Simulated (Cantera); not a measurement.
Feed: 1 mol ZrO₂, a varied amount of H₂, 52 mol N₂, at 1898.15 K and 1 atm.

Method: chemical equilibrium by Gibbs-energy minimisation in Cantera with the NASA 1993 tables (ideal gas, pure condensed phases). Candidate condensed phases: H₂O, Zr, ZrN, ZrO₂; 28 gas species. Mutual solubility and eutectic melting of coexisting phases are not modelled. ZrN: taken at fixed stoichiometry. Condensed phases not in the tables: solid solutions among these carbides, nitrides and lower oxides. Rates play no part.

Problem. At 76 mol H₂, list the 4 most abundant gas species with their mole fractions, and the condensed phases.

Solution. H₂ 0.593, N₂ 0.406, H 0.000599, H₂O 8.48e-5. Condensed: ZrN(s) + ZrO₂(tetragonal).
